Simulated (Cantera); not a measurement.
Input: 1 mol SiHCl₃, 43 mol NH₃, 0.41 mol H₂, at 1.33 mbar.

These are equilibrium values from Cantera (NASA tables, ideal gas, pure condensed phases), not measurements of a reactor. Candidate condensed phases: NH₄Cl, Si, Si₃N₄; 28 gas species. Kinetics and transport are ignored. All values below are at 1300 K.

Base state: H₂ 0.728, N₂ 0.237, HCl 0.0341, SiCl₂ 5.75e-5, H 2.59e-5 (mole fractions); condensed: Si₃N₄(s).

Question: What changes in the equilibrium state with this change: SiHCl₃ replaced by SiH₂Cl₂?

Answer: 
```
species         before    after
-------------  -------  -------
H₂               0.728    0.740
N₂               0.237    0.237
HCl             0.0341   0.0227
SiCl₂          5.75e-5  2.52e-5
H              2.59e-5  2.61e-5
Si₃N₄(s), mol    0.332    0.333
```
